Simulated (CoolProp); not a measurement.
The numbers come from the reference Helmholtz-energy equation of state, Leachman 2009 in CoolProp.

Problem. Give the vapour pressure (kPa), liquid density (kg/m³), vapour density (kg/m³), liquid cp (kJ/(kg K)) of saturated normal hydrogen at -243.55, -241.55 °C.

Solution. 
```json
[
 {"T (°C)": "-243.55", "p (kPa)": "754", "liquid density (kg/m³)": "55.6", "vapour density (kg/m³)": "9.64", "liquid cp (kJ/(kg K))": "23.2"},
 {"T (°C)": "-241.55", "p (kPa)": "1030", "liquid density (kg/m³)": "49.0", "vapour density (kg/m³)": "14.9", "liquid cp (kJ/(kg K))": "44.1"}
]
```
